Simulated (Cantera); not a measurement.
Mixture: CH4 : C2H6 : O2 : N2 = 1 : 0.068 : 4.14 : 15.6 (molar parts), equivalence ratio 0.54, at 500000 Pa, adiabatic and at constant volume. Ignition delay is the time to a rise of 400 K.

Detailed kinetics in Cantera: GRI-Mech 3.0 (53 species, 325 reactions).

What does this change do: constant pressure in place of constant volume?


| quantity | before | after |
|---|---|---|
| delay at 1075 K | 11.7 ms | 12.2 ms |
| delay at 1275 K | 0.874 ms | 0.921 ms |
| delay at 1475 K | 0.119 ms | 0.128 ms |
| delay at 1675 K | 23.8 µs | 26.1 µs |
| delay at 1875 K | 7.41 µs | 8.27 µs |
| apparent activation energy between 1775 and 1975 K | 140 kJ/mol | 140 kJ/mol |

What does this change do: O2 4.14 to 1.3 parts?


| quantity | before | after |
|---|---|---|
| delay at 1075 K | 11.7 ms | 29.4 ms |
| delay at 1275 K | 0.874 ms | 4.29 ms |
| delay at 1475 K | 0.119 ms | 0.590 ms |
| delay at 1675 K | 23.8 µs | 89.1 µs |
| delay at 1875 K | 7.41 µs | 21.4 µs |
| apparent activation energy between 1775 and 1975 K | 140 kJ/mol | 170 kJ/mol |
